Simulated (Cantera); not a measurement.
# Carbon deposition, reforming and gasification: C₆H₆ + NH₃

Feed: 1 mol C₆H₆, 0.38 mol NH₃, equilibrated at 443 Torr.

Method: chemical equilibrium by Gibbs-energy minimisation in Cantera with the NASA 1993 tables (ideal gas, pure condensed phases). Candidate condensed phases: C, C₆H₆, C₇H₈, C₈H₁₈; 92 gas species. The numbers say what is thermodynamically allowed, not how fast it happens.

```csv
T (K),log p H₂,log p CH₄,log p N₂,log p NH₃,log p HCN,log p C₂H₆,log p H,n C(graphite)
550,-1.46,-0.30,-1.26,-3.80,<-12,-5.91,<-12,4.27
625,-1.02,-0.35,-1.28,-3.73,-10.63,-5.68,<-12,4.39
700,-0.70,-0.47,-1.33,-3.74,-9.29,-5.60,<-12,4.62
775,-0.48,-0.66,-1.39,-3.83,-8.25,-5.68,<-12,4.98
850,-0.36,-0.93,-1.45,-4.00,-7.42,-5.92,-10.87,5.37
925,-0.30,-1.25,-1.49,-4.20,-6.74,-6.25,-9.73,5.67
1000,-0.27,-1.57,-1.51,-4.40,-6.18,-6.62,-8.78,5.84
1075,-0.26,-1.87,-1.52,-4.59,-5.69,-6.97,-7.96,5.92
1150,-0.26,-2.15,-1.52,-4.76,-5.27,-7.29,-7.26,5.95
1225,-0.25,-2.39,-1.52,-4.91,-4.90,-7.58,-6.63,5.97
1300,-0.25,-2.61,-1.52,-5.05,-4.57,-7.84,-6.08,5.98
```
log p: log10 of the partial pressure in bar; n: condensed amount in mol.

From 550 K to 1300 K the condensed part is C(graphite). The main C-bearing gas is CH₄ throughout. The share of C in condensed phases is highest at 1300 K (99.7 %) and lowest at 550 K (71.2 %).
